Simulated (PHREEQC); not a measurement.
Solution (25 °C): 7.7 mmol/kgw AgF, 9.8 mmol/kgw NaNO3 and 0.047 mmol/kgw Cu(NO3)2. Closed to the air; pH follows from the charge balance.

All values are PHREEQC results (ion-association model, wateq4f.dat), not measurements.

Each row changes one thing in this solution. No solid was allowed to form.

```tsv
case	pH	AgF (mol/kgw)	Cu+2 (mol/kgw)	NaF (mol/kgw)	AgNO3 (mol/kgw)	HF (mol/kgw)	SI of Tenorite (CuO)	SI of Cu(OH)2 (Cu(OH)2)
as made	6.32	0.000100	4.04e-5	3.25e-5	2.92e-5	4.76e-6	+0.41	-0.61
Cu(NO3)2 from 4.7e-05 to 0.000235 mol/kgw	6.03	9.95e-5	0.000210	3.23e-5	3.02e-5	9.16e-6	+0.55	-0.47
AgF from 0.0077 to 0.00077 mol/kgw	6.03	1.08e-6	4.53e-5	3.47e-6	3.12e-6	9.53e-7	-0.08	-1.10
AgF from 0.0077 to 0.0385 mol/kgw	(withheld)	0.00202	3.04e-5	0.000135	0.000121	1.06e-5	+0.79	-0.23
AgF from 0.0077 to 0.00385 mol/kgw	(withheld)	2.60e-5	4.28e-5	1.68e-5	1.51e-5	3.10e-6	+0.24	-0.78
Cu(NO3)2 from 4.7e-05 to 5.17e-05 mol/kgw	(withheld)	0.000100	4.46e-5	3.25e-5	2.92e-5	4.93e-6	+0.42	-0.60
```

Complete the blanks.


- AgF from 0.0077 to 0.0385 mol/kgw, pH: 6.62
- AgF from 0.0077 to 0.00385 mol/kgw, pH: 6.21
- Cu(NO3)2 from 4.7e-05 to 5.17e-05 mol/kgw, pH: 6.30

Complexes and solids missing from the database can't appear. Some of these states are supersaturated (in Tenorite (slow to form), for instance). The database's constant for dissolved Cu(OH)2 is higher than later reviews accept.
